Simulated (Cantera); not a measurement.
Charge: 1 mol C2H2, 12 mol H2, equilibrated at 1977 °C and 23300 Torr.

Equilibrium computed with Cantera from the NASA thermochemical tables; the gas is ideal and each condensed phase is pure. The ideal-gas law is rough above about 30 bar. Equilibrium is a limit: real reactors are often held back by kinetics, nucleation or transport.

```tsv
species	before	after
H2	0.988	0.989
H	0.00133	0.00739
C2H2 (acetylene)	0.00331	0.00331
CH4	0.00716	0.000231
C2H4	0.000197	6.38e-6
CH3	0.000182	3.28e-5
C(graphite), mol	1.81	1.91
```
Gas species are given as mole fractions.

### Question
What was changed between the two runs?
A) temperature from 1977 °C to 452 °C
B) temperature from 1977 °C to 927 °C
C) pressure from 23300 Torr to 39800 Torr
D) pressure from 23300 Torr to 750 Torr

### Answer
D, pressure from 23300 Torr to 750 Torr
